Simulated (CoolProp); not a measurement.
Vapour-liquid equilibrium of cyclohexane (1) + toluene (2) at 470.5 K; x and y are mole fractions of (1).

Computed with CoolProp (multi-fluid Helmholtz-energy mixture model, Zhou 2014 and Lemmon 2006; pair parameters Bell 2016).

| x | bubble pressure, mixture model (bar) | bubble pressure, Raoult's law (bar) | y, mixture model | y, Raoult's law |
|---|---|---|---|---|
| 0.05 | 7.537 | 7.442 | 0.089 | 0.087 |
| 0.2 | 8.612 | 8.304 | 0.306 | 0.311 |
| 0.35 | 9.585 | 9.166 | 0.474 | 0.493 |
| 0.5 | 10.47 | 10.03 | 0.613 | 0.643 |
| 0.65 | 11.28 | 10.89 | 0.736 | 0.770 |
| 0.8 | 12.01 | 11.75 | 0.850 | 0.878 |
| 0.95 | 12.69 | 12.61 | 0.962 | 0.972 |

The largest gap from Raoult's law is +4.6 % in bubble pressure, at x = 0.35. No azeotrope shows between x = 0.05 and 0.95.

Pair parameters are fitted to limited data, so mixtures are less certain than the pure fluids.
